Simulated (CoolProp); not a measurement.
Vapour-liquid equilibrium of propylene (1) + n-heptane (2) at 47.5 kPa; x and y are mole fractions of (1).

Computed with CoolProp (multi-fluid Helmholtz-energy mixture model, Lemmon 2013 and Span 2003; pair parameters Bell 2016).

**Question.** Give the bubble temperature and the first vapour's composition at x = 0.05, 0.5, 0.8. Is there an azeotrope?

**Answer.** x = 0.05: 17.2 °C, y = 0.916; x = 0.5: -54.1 °C, y = 1.000; x = 0.8: -59.7 °C, y = 1.000. No azeotrope shows between x = 0.05 and 0.95.

Pair parameters are fitted to limited data, so mixtures are less certain than the pure fluids. The gap from Raoult's law changes sign with composition, which may be real or a fault of the pair parameters; it wasn't checked against measurements.
